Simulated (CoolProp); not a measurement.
The fluid at 435 K and 2.54 MPa flows at 0.66 m/s in a round tube of 100 mm bore and 45 µm roughness, fully developed (64/Re and Nu = 3.66 if laminar; Colebrook and Gnielinski if turbulent). The same conditions are run with several fluids, on thermodynamics alone (safety and materials aside).

Model: reference Helmholtz-energy equation of state of each fluid (C3F8 (R218): Lemmon 2006; CF4 (R14): Platzer 1990; carbon dioxide: Span 1996; oxygen: Schmidt 1985; R227EA: Lemmon 2016), in CoolProp. The equations of Platzer and Polt are older, rougher fits.

| fluid | Reynolds number | Darcy friction factor | pressure drop (Pa/m) | heat-transfer coefficient (W/(m² K)) | mass flow (kg/h) |
|---|---|---|---|---|---|
| C3F8 (R218) | 506000 | 0.0173 | 5.81 | 251 | 2870 |
| CF4 (R14) | 170000 | 0.0189 | 2.57 | 94.2 | 1170 |
| carbon dioxide | 97900 | 0.0202 | 1.41 | 60.0 | 597 |
| oxygen | 53000 | 0.0222 | 1.08 | 44.7 | 418 |
| R227EA | 523000 | 0.0173 | 5.53 | 256 | 2740 |

Above 300 K oxygen's equation is extrapolated.

Transport values come from each fluid's own correlations; those of C3F8 (R218), CF4 (R14), R227EA are estimates that may be off by 10 % or more.
